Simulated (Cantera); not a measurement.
Input: 1 mol B₂O₃, 0.44 mol O₂, 82 mol H₂, at 4.90 mbar.

Method: chemical equilibrium by Gibbs-energy minimisation in Cantera with the NASA 1993 tables (ideal gas, pure condensed phases). Candidate condensed phases: B, B₂O₃, B₃O₃H₃, H₂O; 23 gas species. Kinetics and transport are ignored. All values below are at 2073 K.

Base state: H₂ 0.931, H 0.0363, HBO₂ 0.0105, H₂O 0.0103, HBO 0.00674, BO 0.00356, B₂O₃ 0.00125, B₂O₂ 0.000119 (mole fractions); condensed: gas only.

Problem. What changes in the equilibrium state with this change: 2 mol NH₃ added?

Solution. 
```tsv
species	before	after
H₂	0.931	0.921
H	0.0363	0.0361
N₂	0	0.0113
HBO₂	0.0105	0.00995
H₂O	0.0103	0.00997
B₂O₃	0.00125	0.00116
B₂O₂	0.000119	0.000113
```
Further candidate phases: BN.
